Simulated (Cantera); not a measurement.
A closed system holds: 1 mol Fe, 3.2 mol NH3, 1.6 mol H2, 0.037 mol H2O.

Method: chemical equilibrium by Gibbs-energy minimisation in Cantera with the NASA 1993 tables (ideal gas, pure condensed phases). Candidate condensed phases: Fe, FeO, Fe(OH)2, Fe(OH)3, Fe2O3, Fe3O4, H2O; 27 gas species. Rates play no part.

**Question.** What condenses at these points (T in K, P in Pa): (1923, 180000); (1873, 670); (1923, 41); (1573, 10); (1923, 10)?

**Answer.** 
```tsv
T (K)	P in Pa	condensed phases	Fe condensed (%)
1923	180000	Fe	99.9
1873	670	Fe	90.4
1923	41	gas only	0.0
1573	10	Fe	94.7
1923	10	gas only	0.0
```
